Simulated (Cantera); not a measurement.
Charge: 1 mol BF3, 2.1 mol H2, 8.1 mol O2, held at 575 °C and 13300 Pa.

Equilibrium computed with Cantera from the NASA thermochemical tables; the gas is ideal and each condensed phase is pure. Gases not in the tables: H3BO3. Rates play no part.

```json
[
 {"species": "H2O", "before": "0.170", "after": "0.452"},
 {"species": "O2", "before": "0.688", "after": "0.399"},
 {"species": "HF", "before": "0.0641", "after": "0.0910"},
 {"species": "BF3", "before": "0.0706", "after": "0.0467"},
 {"species": "(HBO2)3", "before": "0.00172", "after": "0.00742"},
 {"species": "B3O3F3", "before": "0.00557", "after": "0.00369"},
 {"species": "B2O3(l), mol", "before": "0.0260", "after": "0.00434"}
]
```
Gas species are given as mole fractions.

Question: What was changed between the two runs?
A. pressure from 13300 Pa to 133 Pa
B. temperature from 575 °C to 1202 °C
C. H2 from 2.1 to 6.3 mol
D. O2 from 8.1 to 0.053 mol

Answer: C, H2 from 2.1 to 6.3 mol
